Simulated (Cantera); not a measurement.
Input: 1 mol Si3H8, 0.014 mol Cl2, 20 mol H2, at 1448 K and 1.40 bar.

Equilibrium computed with Cantera from the NASA thermochemical tables; the gas is ideal and each condensed phase is pure. Candidate condensed phases: Si; 19 gas species. The feed counts by its element totals alone. The numbers say what is thermodynamically allowed, not how fast it happens.

Base state: H2 0.999, HCl 0.00116 (mole fractions); condensed: Si(s).

Q: What changes in the equilibrium state with this change: Cl2 from 0.014 to 0.14 mol?

A: 
```csv
species,before,after
H2,0.999,0.989
HCl,0.00116,0.0107
SiCl2,4.12e-6,0.000357
SiCl3,1.99e-8,1.60e-5
SiHCl3,2.60e-8,2.09e-5
SiH2Cl2,2.98e-7,2.55e-5
"Si(s), mol",3.00,2.99
```
The tables' values for SiCl3 are old estimates; treat these amounts as uncertain.
